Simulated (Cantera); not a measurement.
Input: 1 mol TEOS, 0.13 mol N2O, 8.6 mol N2, held at 0.0100 bar.

Cantera equilibrium calculation (NASA polynomials, part measured and part estimated; ideal gas, pure solids and liquids). Candidate condensed phases: C, C6H6, C7H8, C8H18, H2O, Si, SiC, SiO2, Si2N2O, Si3N4; 151 gas species. The feed counts by its element totals alone. The numbers say what is thermodynamically allowed, not how fast it happens.

Task: Which condensed phases are stable at each of these points (T (°C)): 1125, 1225, 1325, 1425, 1525, 1625, 1725, 1825?

Result: 
| T (°C) | condensed phases | Si condensed (%) |
|---|---|---|
| 1125 | C(graphite) + Si2N2O(s) | 100.0 |
| 1225 | C(graphite) + Si2N2O(s) | 99.5 |
| 1325 | C(graphite) + SiC(s) | 98.8 |
| 1425 | C(graphite) + SiC(s) | 98.3 |
| 1525 | C(graphite) + SiC(s) | 97.7 |
| 1625 | C(graphite) + SiC(s) | 96.9 |
| 1725 | C(graphite) + SiC(s) | 95.6 |
| 1825 | C(graphite) + SiC(s) | 92.5 |

From 1125 °C to 1225 °C the condensed part is C(graphite) + Si2N2O(s). From 1325 °C to 1825 °C the condensed part is C(graphite) + SiC(s).
